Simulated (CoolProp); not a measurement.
A single-stage vapour-compression cycle with cyclohexane: evaporating at 298.15 K (dew point), condensing at 368.15 K (bubble point), superheat 8 K, subcooling 5 K, compressor efficiency 0.85, no pressure losses. Each further row changes one setting.

Model: reference Helmholtz-energy equation of state, Zhou 2014, in CoolProp.

```json
[
 {"case": "as stated", "cooling COP": "2.90", "pressure ratio": "11.7", "discharge temperature (K)": "372.9", "refrigerating effect (kJ/kg)": "272", "volumetric capacity (kJ/m³)": "118"},
 {"case": "evaporating temperature 303.15 K", "cooling COP": "[?]", "pressure ratio": "[?]", "discharge temperature (K)": "372.1", "refrigerating effect (kJ/kg)": "[?]", "volumetric capacity (kJ/m³)": "148"},
 {"case": "condensing temperature 363.15 K", "cooling COP": "3.21", "pressure ratio": "[?]", "discharge temperature (K)": "[?]", "refrigerating effect (kJ/kg)": "283", "volumetric capacity (kJ/m³)": "123"},
 {"case": "subcooling 10 K", "cooling COP": "3.02", "pressure ratio": "11.7", "discharge temperature (K)": "372.9", "refrigerating effect (kJ/kg)": "283", "volumetric capacity (kJ/m³)": "123"},
 {"case": "superheat 18 K", "cooling COP": "2.95", "pressure ratio": "11.7", "discharge temperature (K)": "382.5", "refrigerating effect (kJ/kg)": "285", "volumetric capacity (kJ/m³)": "[?]"},
 {"case": "compressor efficiency 0.75", "cooling COP": "2.56", "pressure ratio": "11.7", "discharge temperature (K)": "380.2", "refrigerating effect (kJ/kg)": "272", "volumetric capacity (kJ/m³)": "118"}
]
```

Task: Some entries are withheld; supply them.

Result: 
- evaporating temperature 303.15 K, cooling COP: 3.25
- evaporating temperature 303.15 K, pressure ratio: 9.40
- evaporating temperature 303.15 K, refrigerating effect (kJ/kg): 278
- condensing temperature 363.15 K, pressure ratio: 10.2
- condensing temperature 363.15 K, discharge temperature (K): 369.1
- superheat 18 K, volumetric capacity (kJ/m³): 120
